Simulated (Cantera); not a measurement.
A Cantera script and its output.

```python
import numpy as np
import cantera as ct

gas = ct.Solution("gri30.yaml")
gas.TPX = 400, 730000, {'CO': 1, 'H2': 0.063, 'O2': 0.64, 'N2': 2.37, 'H2O': 0.17}
flame = ct.FreeFlame(gas, width=0.0099)
flame.set_refine_criteria(ratio=3, slope=0.08, curve=0.16)
flame.transport_model = "unity-Lewis-number"
flame.solve(loglevel=0, auto=True)
z, T = flame.grid, flame.T
thick = (T[-1] - T[0]) / np.gradient(T, z).max()
show = ['CO', 'H2', 'O2', 'H', 'HO2', 'NO']
print(f"laminar burning velocity  {flame.velocity[0] * 100:.3f} cm/s")
print(f"burnt temperature         {T[-1]:.1f} K")
print(f"thermal thickness         {thick * 1e3:.4f} mm")
print(f"grid points               {len(z)}")
z0 = z[flame.heat_release_rate.argmax()]
print(f"{'z/mm':>9s}{'T/K':>9s}{'u/(m/s)':>9s}" + "".join(f"{s:>11s}" for s in show))
rows = []
for k in (-3, -2, -1.5, -1, -0.5, -0.25, 0, 0.25, 0.5, 1, 2, 4, 8):
    zz = z0 + k * thick
    rows.append([k * thick, np.interp(zz, z, T), np.interp(zz, z, flame.velocity),
                 *(np.interp(zz, z, flame.X[gas.species_index(s)]) for s in show)])
    print(f"{rows[-1][0] * 1e3:9.3f}{rows[-1][1]:9.1f}{rows[-1][2]:9.3f}" + "".join(f"{x:11.3e}" for x in rows[-1][3:]))
```

It prints:

```
laminar burning velocity  34.302 cm/s
burnt temperature         2321.4 K
thermal thickness         0.0963 mm
grid points               122
     z/mm      T/K  u/(m/s)         CO         H2         O2          H        HO2         NO
   -0.289    400.2    0.343  2.357e-01  1.485e-02  1.508e-01  6.570e-17  3.786e-08  2.684e-10
   -0.193    402.6    0.345  2.355e-01  1.482e-02  1.507e-01  1.452e-14  4.697e-07  3.374e-09
   -0.145    408.0    0.350  2.350e-01  1.477e-02  1.505e-01  1.306e-13  1.502e-06  1.108e-08
   -0.096    443.6    0.380  2.320e-01  1.440e-02  1.488e-01  7.010e-12  9.410e-06  7.916e-08
   -0.048    743.8    0.626  2.055e-01  1.121e-02  1.343e-01  1.075e-07  1.219e-04  1.793e-06
   -0.024   1142.0    0.937  1.655e-01  6.465e-03  1.123e-01  9.031e-05  2.811e-04  7.927e-06
    0.000   1586.1    1.264  1.092e-01  2.106e-03  8.148e-02  1.330e-03  1.273e-04  1.715e-05
    0.024   1856.3    1.451  6.898e-02  1.901e-03  6.085e-02  2.035e-03  5.443e-05  2.746e-05
    0.048   1997.8    1.545  4.928e-02  1.818e-03  5.130e-02  1.639e-03  2.968e-05  3.655e-05
    0.096   2129.2    1.629  3.255e-02  1.321e-03  4.353e-02  8.459e-04  1.345e-05  5.069e-05
    0.193   2225.5    1.690  2.031e-02  8.153e-04  3.798e-02  3.559e-04  6.229e-06  7.137e-05
    0.385   2286.1    1.728  1.234e-02  4.928e-04  3.436e-02  1.531e-04  3.644e-06  1.012e-04
    0.771   2315.4    1.746  8.372e-03  3.406e-04  3.254e-02  8.535e-05  2.887e-06  1.463e-04
```

Cantera simulation using GRI-Mech 3.0 (53 species, 325 reactions); the numbers are that mechanism's predictions, not measurements. The hydrogen kinetics of GRI-Mech 3.0 are dated; newer H2 mechanisms differ, most at raised pressure. Unity Lewis numbers drop preferential diffusion, which matters most where H2 and H carry the flame. Burning velocities carry a grid error of a few per cent, more on coarse grids.
